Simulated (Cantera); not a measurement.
A closed system holds: 1 mol Cr, 16 mol NH3, 0.23 mol O2, equilibrated at 2452 °C and 15.0 mbar.

Method: chemical equilibrium by Gibbs-energy minimisation in Cantera with the NASA 1993 tables (ideal gas, pure condensed phases). Candidate condensed phases: Cr, CrN, Cr2N, Cr2O3, H2O; 29 gas species. The numbers say what is thermodynamically allowed, not how fast it happens.

Base state: H2 0.429, H 0.334, N2 0.202, Cr 0.0246, H2O 0.00835, OH 0.00170, O 0.000843, CrO 0.000574 (mole fractions); condensed: gas only.

Task: What changes in the equilibrium state with this change: Cr replaced by V?

Result: 
| species | before | after |
|---|---|---|
| H2 | 0.429 | 0.436 |
| H | 0.334 | 0.336 |
| N2 | 0.202 | 0.202 |
| Cr | 0.0246 | 0 |
| V | 0 | 0.0158 |
| VO | 0 | 0.00856 |
| VO2 | 0 | 0.000851 |
| CrO | 0.000574 | 0 |
| O | 0.000843 | 0.000101 |
| NO | 9.38e-5 | 1.12e-5 |
Further candidate phases: V, VN, VO, V2O3, V2O4, V2O5.
